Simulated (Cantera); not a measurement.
Cantera with NASA thermochemical tables; ideal gases at 1 bar, condensed phases pure. Values are per mole of reaction as written; species without (g) are pure solids or liquids, kept so even where they would boil at 1 bar.

3 V2O5 ⇌ 5 O3(g) + 6 V

```tsv
T (K)	ΔH° (kJ)	ΔS° (J/K)	ΔG° (kJ)	log10 K	condensed phases
1725	…	…	…	…	V2O5(l), V(s)
1875	5043.3	623.2	3874.7	-107.94	V2O5(l), V(s)
2025	5044.2	623.7	3781.2	-97.53	V2O5(l), V(s)
2175	5049.9	626.4	3687.5	-88.56	V2O5(l), V(s)
2325	5198.4	694.1	3584.7	-80.53	V2O5(l), V(l)
2475	5212.7	700.0	3480.2	-73.45	V2O5(l), V(l)
2625	5229.4	706.6	3374.7	-67.15	V2O5(l), V(l)
2775	…	…	…	…	V2O5(l), V(l)
```

Q: What belongs in the gaps?

A: 
- 1725, ΔH° (kJ): 5046.6
- 1725, ΔS° (J/K): 625.1
- 1725, ΔG° (kJ): 3968.3
- 1725, log10 K: -120.16
- 2775, ΔH° (kJ): 5248.5
- 2775, ΔS° (J/K): 713.6
- 2775, ΔG° (kJ): 3268.2
- 2775, log10 K: -61.52
